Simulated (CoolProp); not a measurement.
Nitrous oxide at 261.75 K and 1.33 MPa is compressed adiabatically to 7.26 MPa with isentropic efficiency 0.85. Each further row changes one setting.

Values from CoolProp's reference Helmholtz-energy equation of state, Lemmon 2006. It is a short technical equation, of lower accuracy than the large ones.

```
case             work (kJ/kg)  final temperature (K)  final density (kg/m³)
---------------  ------------  ---------------------  ---------------------
as stated                 104                      ?                    112
efficiency 1             88.0                      ?                    119
efficiency 0.65           135                  428.3                      ?
```

Q: What belongs in the gaps?

A: 
- as stated, final temperature (K): 402.0
- efficiency 1, final temperature (K): 389.5
- efficiency 0.65, final density (kg/m³): 101
